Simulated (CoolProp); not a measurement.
Values from CoolProp's reference Helmholtz-energy equation of state, Tillner-Roth 1994.

For R134a, give the phase and the cv (kJ/(kg K)), Joule-Thomson coefficient (K/MPa), isothermal compressibility (1/MPa), Prandtl number at 119.65 °C and 4510 kPa.


- 119.65 °C and 4510 kPa: supercritical; cv 1.07, Joule-Thomson coefficient 11.7, isothermal compressibility 0.513, Prandtl number 1.48

Viscosity comes from a separate model (Huber 2003), an estimate that may be off by 10 % or more. Thermal conductivity comes from a separate model (McLinden 2000), an estimate that may be off by 10 % or more.
